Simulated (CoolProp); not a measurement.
A single-stage vapour-compression cycle with C3F8 (R218): evaporating at 280.15 K (dew point), condensing at 311.15 K (bubble point), superheat 5 K, subcooling 5 K, compressor efficiency 0.8, no pressure losses. Each further row changes one setting.

Model: reference Helmholtz-energy equation of state, Lemmon 2006, in CoolProp. It is a short technical equation, of lower accuracy than the large ones.

```
case                              cooling COP  pressure ratio  discharge temperature (K)  refrigerating effect (kJ/kg)  volumetric capacity (kJ/m³)
--------------------------------  -----------  --------------  -------------------------  ----------------------------  ---------------------------
as stated                                5.63            2.35                      311.2                          60.9                         2930
evaporating temperature 285.15 K         7.14               ?                      311.2                             ?                            ?
condensing temperature 306.15 K             ?               ?                      306.1                          66.9                         3220
subcooling 10 K                             ?            2.35                      311.2                          66.9                         3220
superheat 15 K                           5.96            2.35                      318.9                             ?                         3150
compressor efficiency 0.7                4.92            2.35                          ?                          60.9                         2930
```

Problem. Complete the blanks.

Solution. 
- evaporating temperature 285.15 K, pressure ratio: 2.02
- evaporating temperature 285.15 K, refrigerating effect (kJ/kg): 63.9
- evaporating temperature 285.15 K, volumetric capacity (kJ/m³): 3580
- condensing temperature 306.15 K, cooling COP: 7.15
- condensing temperature 306.15 K, pressure ratio: 2.07
- subcooling 10 K, cooling COP: 6.18
- superheat 15 K, refrigerating effect (kJ/kg): 69.5
- compressor efficiency 0.7, discharge temperature (K): 311.4

The compression ends wet for: as stated; evaporating temperature 285.15 K; condensing temperature 306.15 K; subcooling 10 K.
